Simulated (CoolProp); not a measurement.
Vapour-liquid equilibrium of carbon dioxide (1) + CH3F (R41) (2) at 2.4 MPa; x and y are mole fractions of (1).

The numbers come from the multi-fluid Helmholtz-energy mixture model, Span 1996 and Lemmon 2006; pair parameters Bell 2016 in CoolProp.

```json
[
 {"x": "0.05", "bubble temperature, mixture model (°C)": "4.9", "bubble temperature, Raoult's law (°C)": "4.8", "y, mixture model": "0.069", "y, Raoult's law": "0.082"},
 {"x": "0.2", "bubble temperature, mixture model (°C)": "1.6", "bubble temperature, Raoult's law (°C)": "1.1", "y, mixture model": "0.260", "y, Raoult's law": "0.299"},
 {"x": "0.35", "bubble temperature, mixture model (°C)": "-1.5", "bubble temperature, Raoult's law (°C)": "-2.2", "y, mixture model": "0.431", "y, Raoult's law": "0.479"},
 {"x": "0.5", "bubble temperature, mixture model (°C)": "-4.3", "bubble temperature, Raoult's law (°C)": "-5.2", "y, mixture model": "0.587", "y, Raoult's law": "0.632"},
 {"x": "0.65", "bubble temperature, mixture model (°C)": "-7.1", "bubble temperature, Raoult's law (°C)": "-7.9", "y, mixture model": "0.729", "y, Raoult's law": "0.761"},
 {"x": "0.8", "bubble temperature, mixture model (°C)": "-9.8", "bubble temperature, Raoult's law (°C)": "-10.4", "y, mixture model": "0.857", "y, Raoult's law": "0.873"},
 {"x": "0.95", "bubble temperature, mixture model (°C)": "-12.5", "bubble temperature, Raoult's law (°C)": "-12.7", "y, mixture model": "0.967", "y, Raoult's law": "0.970"}
]
```

The largest gap from Raoult's law is +0.9 K in bubble temperature, at x = 0.5. No azeotrope shows between x = 0.05 and 0.95.

Pair parameters are fitted to limited data, so mixtures are less certain than the pure fluids.
